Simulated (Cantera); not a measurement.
**Aluminium nitride and oxide growth: Al(CH₃)₃ + O₂ + N₂**

Charge: 1 mol Al(CH₃)₃, 5 mol O₂, 5.6 mol N₂, held at 23.0 Pa.

Equilibrium computed with Cantera from the NASA thermochemical tables; the gas is ideal and each condensed phase is pure. Candidate condensed phases: Al, AlN, Al₂O₃, C, C₆H₆, C₇H₈, C₈H₁₈, H₂O; 148 gas species. The feed counts by its element totals alone. Equilibrium is a limit: real reactors are often held back by kinetics, nucleation or transport.

| T (K) | x N₂ | x H₂O | x CO₂ | x CO | x H₂ | x H | x OH | x O₂ | n Al₂O₃(s) |
|---|---|---|---|---|---|---|---|---|---|
| 1075 | 0.427 | 0.250 | 0.170 | 0.0591 | 0.0936 | 2.96e-7 | 3.00e-9 | <1e-12 | 0.500 |
| 1175 | 0.427 | 0.259 | 0.161 | 0.0678 | 0.0849 | 2.36e-6 | 5.00e-8 | 2.25e-12 | 0.500 |
| 1275 | 0.427 | 0.266 | 0.154 | 0.0749 | 0.0777 | 1.36e-5 | 5.39e-7 | 1.55e-10 | 0.500 |
| 1375 | 0.427 | 0.272 | 0.148 | 0.0809 | 0.0718 | 6.05e-5 | 4.12e-6 | 5.83e-9 | 0.500 |
| 1475 | 0.427 | 0.277 | 0.143 | 0.0858 | 0.0668 | 0.000221 | 2.40e-5 | 1.35e-7 | 0.500 |
| 1575 | 0.427 | 0.280 | 0.139 | 0.0899 | 0.0625 | 0.000685 | 0.000112 | 2.12e-6 | 0.500 |
| 1675 | 0.427 | 0.283 | 0.136 | 0.0932 | 0.0587 | 0.00185 | 0.000433 | 2.41e-5 | 0.500 |
| 1775 | 0.426 | 0.284 | 0.132 | 0.0959 | 0.0553 | 0.00449 | 0.00144 | 0.000207 | 0.500 |
| 1875 | 0.423 | 0.280 | 0.128 | 0.0991 | 0.0529 | 0.00994 | 0.00411 | 0.00136 | 0.500 |
| 1975 | 0.416 | 0.266 | 0.117 | 0.106 | 0.0535 | 0.0209 | 0.00990 | 0.00612 | 0.500 |
| 2075 | 0.401 | 0.233 | 0.0968 | 0.119 | 0.0590 | 0.0426 | 0.0193 | 0.0169 | 0.500 |
x: gas mole fraction; n: condensed amount in mol.

From 1075 K to 2075 K the condensed part is Al₂O₃(s).
